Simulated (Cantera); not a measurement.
**Gas activation for diamond growth**

An isothermal, constant-pressure homogeneous reactor starts with CH4 : H2 : H2O = 0.0049 : 1 : 0.013 (molar parts), at 2750 K and 0.132 atm.

Computed with Cantera and GRI-Mech 3.0 (53 species, 325 reactions).

```tsv
t (s)	x CH4	x H2	x C2H4	x CH3	x C2H6
0.000400	0.000918	0.936	2.52e-6	0.000815	1.69e-8
0.00159	0.000111	0.909	2.06e-7	0.000160	3.59e-10
0.00633	4.80e-7	0.862	2.00e-10	1.18e-6	<1e-12
0.0252	8.89e-12	0.820	<1e-12	3.08e-11	<1e-12
0.100	8.44e-12	0.818	<1e-12	2.96e-11	<1e-12
0.399	8.44e-12	0.818	<1e-12	2.96e-11	<1e-12
1.59	8.44e-12	0.818	<1e-12	2.96e-11	<1e-12
6.32	8.44e-12	0.818	<1e-12	2.96e-11	<1e-12
25.1	8.44e-12	0.818	<1e-12	2.96e-11	<1e-12
100	8.44e-12	0.818	<1e-12	2.96e-11	<1e-12
```
x: mole fraction; the columns are a selection and need not sum to one.

Equilibrium at this temperature and pressure: CH4 8.94e-12, H2 0.818, C2H4 <1e-12, CH3 3.14e-11, C2H6 <1e-12 (gas phase only).
